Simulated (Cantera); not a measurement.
## Silicon nitride deposition: SiHCl3 + N2

Feed: 1 mol SiHCl3, 0.48 mol N2, held at 627 °C and 10.0 mbar.

These are equilibrium values from Cantera (NASA tables, ideal gas, pure condensed phases), not measurements of a reactor. Candidate condensed phases: NH4Cl, Si, Si3N4; 28 gas species. N2 is the only nitrogen source here; it is nearly inert below about 1500 K, so the nitride shown seldom forms there in practice. The tables' values for SiCl3 are old estimates; treat these amounts as uncertain. The numbers say what is thermodynamically allowed, not how fast it happens.

x(SiCl4): 0.375
x(HCl): 0.359
x(N2): 0.135
x(H2): 0.131
x(SiHCl3): 0.000388
x(SiCl3): 4.47e-5
n(Si3N4(s)): 0.131 mol
gas amount: 1.611 mol
log10 activity of Si(s) (absent): -6.72
